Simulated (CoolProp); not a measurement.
Computed with CoolProp (reference Helmholtz-energy equation of state, Schroeder 2014).

### Question
For ethanol, give the phase and the cv (kJ/(kg K)), isothermal compressibility (1/MPa), viscosity (µPa s) at 561.6 K and 3.92 MPa; 561.6 K and 31.3 MPa.

### Answer
- 561.6 K and 3.92 MPa: gas; cv 2.36, isothermal compressibility 0.302, viscosity 17.5
- 561.6 K and 31.3 MPa: supercritical; cv 3.01, isothermal compressibility 0.00798, viscosity 78.0

Viscosity comes from a separate model (Kiselev 2005).
